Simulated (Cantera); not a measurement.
Feed: 1 mol B2H6, 12 mol N2, 78 mol H2, equilibrated at 1750 K and 23000 Pa.

Cantera equilibrium calculation (NASA polynomials, part measured and part estimated; ideal gas, pure solids and liquids). Candidate condensed phases: B, BN; 15 gas species. The feed counts by its element totals alone. The numbers say what is thermodynamically allowed, not how fast it happens.

Base state: H2 0.880, N2 0.120, H 0.000455 (mole fractions); condensed: BN(s).

### Question
What changes in the equilibrium state with this change: temperature from 1750 K to 2275 K?

### Answer
| species | before | after |
|---|---|---|
| H2 | 0.880 | 0.864 |
| N2 | 0.120 | 0.119 |
| H | 0.000455 | 0.0165 |
| BH2 | 6.14e-7 | 0.000641 |
| B | <1e-9 | 1.28e-5 |
| BH3 | 5.20e-8 | 1.02e-5 |
| BN(s), mol | 2.00 | 1.94 |
The tables' values for BH2 are old estimates; treat these amounts as uncertain. Gases not in the tables: B2H6 and higher boranes.
